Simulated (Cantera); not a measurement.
Input: 1 mol Si, 0.031 mol N₂O, 7.9 mol N₂, at 3.30 bar.

Equilibrium computed with Cantera from the NASA thermochemical tables; the gas is ideal and each condensed phase is pure. Candidate condensed phases: Si, SiO₂, Si₂N₂O, Si₃N₄; 16 gas species. Mutual solubility and eutectic melting of coexisting phases are not modelled. The numbers say what is thermodynamically allowed, not how fast it happens. All values below are at 1773 K.

Base state: N₂ 1.000 (mole fractions); condensed: Si₂N₂O(s) + Si₃N₄(s).

Question: What changes in the equilibrium state with this change: 1.6 mol CO₂ added?

Answer: 
```csv
species,before,after
N₂,1.000,0.830
CO,0,0.170
SiO,7.71e-6,0.000226
CO₂,0,7.88e-5
"Si₂N₂O(s), mol",0.0309,0.123
"Si₃N₄(s), mol",0.313,0
"SiO₂(condensed), mol",0,0.753
```
The tables hold silica as quartz up to 1696 K and as liquid above; real silica turns to tridymite and cristobalite and melts near 1996 K. Further candidate phases: C, SiC.
